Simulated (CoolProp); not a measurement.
Vapour-liquid equilibrium of ethylene (1) + propylene (2) at 0.241 MPa; x and y are mole fractions of (1).

Model: multi-fluid Helmholtz-energy mixture model, Smukala 2000 and Lemmon 2013; pair parameters Bell 2016, in CoolProp.

Problem. Give the bubble temperature and the first vapour's composition at x = 0.2, 0.35, 0.95. Is there an azeotrope?

Solution. x = 0.2: 218.6 K, y = 0.741; x = 0.35: 207.1 K, y = 0.881; x = 0.95: 186.7 K, y = 0.997. No azeotrope shows between x = 0.05 and 0.95.

The pair parameters rest on a limited set of measurements; away from them the model extrapolates. The gap from Raoult's law changes sign with composition, which may be real or a fault of the pair parameters; it wasn't checked against measurements.
